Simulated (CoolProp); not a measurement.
Vapour-liquid equilibrium of isohexane (1) + benzene (2) at 232 kPa; x and y are mole fractions of (1).

Computed with CoolProp (multi-fluid Helmholtz-energy mixture model, Lemmon 2006 and Thol 2012; pair parameters Bell 2016).

Task: Give the bubble temperature and the first vapour's composition at x = 0.05, 0.2, 0.65. Is there an azeotrope?

Result: x = 0.05: 106.6 °C, y = 0.116; x = 0.2: 100.3 °C, y = 0.346; x = 0.65: 92.0 °C, y = 0.725. No azeotrope shows between x = 0.05 and 0.95.

The pair parameters rest on a limited set of measurements; away from them the model extrapolates.
